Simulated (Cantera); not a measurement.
Gas mixture: 100 % CH3OH, at 0.0975 Torr, frozen composition.

Cantera's kinetic-theory transport with the Lennard-Jones parameters of GRI-Mech 3.0, ideal gas; thermal conductivity in the multicomponent form. Polar gases are described roughly by these parameters.

One state of this run: ρ (kg/m³) = 6.26e-5; cp (J/kg/K) = 2491; μ (µPa s) = 25.8; λ (mW/m/K) = 85.5; Pr = 0.751; D (cm²/s) CO2 = 5460; D (cm²/s) CH3 = 7850; D (cm²/s) OH = 11000. D: mixture-averaged diffusion coefficient of that species in the mixture.

### Question
Which value of T (K) does it belong to?
A) 500
B) 600
C) 400
D) 800

### Answer
D, 800
